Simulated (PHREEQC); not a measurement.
## Copper plating or etch bath: an equilibrium model

Dissolve 0.067 mol Cu(NO3)2, 0.0046 mol H2SO4 and 4.6e-05 mol H3BO3 per kg of water at 25 °C. Closed to the air; pH follows from the charge balance.

The numbers come from PHREEQC with the ion-association model, phreeqc.dat.

No solid was allowed to form.

Estimate the pH, density.

pH 2.16; density 1.008 g/cm³.

In which forms is S present?

CuSO4 48 %, SO4-2 41 %, HSO4- 11 % of the S.
